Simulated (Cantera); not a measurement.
A diamond (100) surface in a fixed gas of H2 with x(CH4) = 0.0028, x(H) = 0.024, x(CH3) = 0.00074, 8.25 Torr; coverages are run to steady state.

Model: the Harris–Goodwin 1993 mechanism for the reconstructed diamond (100) surface, integrated in Cantera.

One state of this run: growth (µm/h) = 1.82; θ c6HH = 0.351; θ c6H* = 0.0546; θ c6*H = 0.538; θ c6** = 0.0556; θ c6HM = 0.000154. θ: site fractions in the mechanism's names (c6HH fully hydrogenated, c6H* and c6*H radical sites, c6** diradical, c6HM methylated).

Q: Which value of T (K) does it belong to?
A. 1350
B. 900
C. 1200
D. 1125

A: A, 1350
